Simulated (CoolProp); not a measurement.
Vapour-liquid equilibrium of CH2F2 (R32) (1) + R227EA (2) at -98.55 °C; x and y are mole fractions of (1).

The numbers come from the multi-fluid Helmholtz-energy mixture model, Tillner-Roth 1997 and Lemmon 2016; pair parameters Bell 2016 in CoolProp.

Q: Give the bubble pressure and the first vapour's composition at x = 0.25, 0.75, 0.85. Is there an azeotrope?

A: x = 0.25: 2.137 kPa, y = 0.879; x = 0.75: 3.737 kPa, y = 0.960; x = 0.85: 3.943 kPa, y = 0.971. No azeotrope shows between x = 0.05 and 0.95.

The pair parameters rest on a limited set of measurements; away from them the model extrapolates. With so large a gap from Raoult's law the liquid may split in two, which this calculation doesn't test in full.
